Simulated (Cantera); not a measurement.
Feed: 1 mol CH3SiCl3, 0.63 mol HCl, 1800 mol H2, held at 1330 Pa.

These are equilibrium values from Cantera (NASA tables, ideal gas, pure condensed phases), not measurements of a reactor. Candidate condensed phases: C, C6H6, C7H8, C8H18, Si, SiC; 109 gas species. The feed counts by its element totals alone. Equilibrium is a limit: real reactors are often held back by kinetics, nucleation or transport. All values below are at 2150 K.

Base state: H2 0.961, H 0.0358, HCl 0.00192, Si 0.000496, C2H2 (acetylene) 0.000263, Cl 5.24e-5, SiH 2.75e-5 (mole fractions); condensed: gas only.

Problem. What changes in the equilibrium state with this change: pressure from 1330 Pa to 8200 Pa?

Solution. 
```csv
species,before,after
H2,0.961,0.983
H,0.0358,0.0146
HCl,0.00192,0.00197
Si,0.000496,0.000420
SiH2,6.65e-6,3.53e-5
Si2C,2.95e-6,1.27e-5
Cl,5.24e-5,2.14e-5
SiH,2.75e-5,5.82e-5
```
Gases not in the tables: Si2H6 and higher silanes.
